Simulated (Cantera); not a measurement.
# Catalytic combustion on Pt

An isothermal plug-flow reactor at 1148 K and 3.50 bar (inlet), inlet velocity 0.87 m/s, active area per volume 710 1/m; feed 0.244 % CH₄, 8.01 % O₂, 91.7 % N₂.

Cantera simulation using Deutschmann's 1995 Pt surface mechanism with GRI-Mech 3.0 gas chemistry; the numbers are that mechanism's predictions, not measurements. Catalytic surfaces can have several steady states; this one follows from the mechanism file's or the stated starting coverage. Mass transfer to the wall is taken as infinitely fast.

| z (m) | x CH₄ | x O₂ | x H₂O | x CO₂ | x CO | θ free Pt | θ O* | θ OH* |
|---|---|---|---|---|---|---|---|---|
| 0.00014 | 0.00239 | 0.0800 | 0.000103 | 4.95e-5 | 2.05e-6 | 0.295 | 0.704 | 0.000297 |
| 0.0003 | 0.00233 | 0.0799 | 0.000219 | 0.000107 | 2.07e-6 | 0.295 | 0.704 | 0.000395 |
| 0.00064 | 0.00221 | 0.0797 | 0.000455 | 0.000225 | 1.97e-6 | 0.295 | 0.704 | 0.000543 |
| 0.0014 | 0.00196 | 0.0792 | 0.000943 | 0.000467 | 1.76e-6 | 0.296 | 0.704 | 0.000763 |
| 0.003 | 0.00152 | 0.0783 | 0.00180 | 0.000893 | 1.40e-6 | 0.296 | 0.703 | 0.00104 |
| 0.0064 | 0.000873 | 0.0771 | 0.00307 | 0.00151 | 9.28e-7 | 0.296 | 0.702 | 0.00135 |
| 0.014 | 0.000239 | 0.0758 | 0.00432 | 0.00213 | 4.57e-7 | 0.297 | 0.701 | 0.00160 |
x: gas mole fraction; θ: surface coverage.
